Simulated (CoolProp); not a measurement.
Vapour-liquid equilibrium of methane (1) + ethane (2) at -130.25 °C; x and y are mole fractions of (1).

Model: multi-fluid Helmholtz-energy mixture model, Setzmann 1991 and Bücker 2006; pair parameters Kunz 2012, in CoolProp.

```
x     bubble pressure, mixture model (kPa)  bubble pressure, Raoult's law (kPa)  y, mixture model  y, Raoult's law
----  ------------------------------------  -----------------------------------  ----------------  ---------------
0.05                                 52.50                                41.95             0.906            0.885
0.2                                  183.2                                152.6             0.975            0.973
0.35                                 298.3                                263.3             0.986            0.987
0.5                                  401.5                                373.9             0.991            0.993
0.65                                 497.7                                484.6             0.994            0.996
0.8                                  593.8                                595.2             0.997            0.998
0.95                                 701.1                                705.9             0.999            1.000
```

The largest gap from Raoult's law is +25.1 % in bubble pressure, at x = 0.05. No azeotrope shows between x = 0.05 and 0.95.

The pair parameters rest on a limited set of measurements; away from them the model extrapolates. The gap from Raoult's law changes sign with composition, which may be real or a fault of the pair parameters; it wasn't checked against measurements.
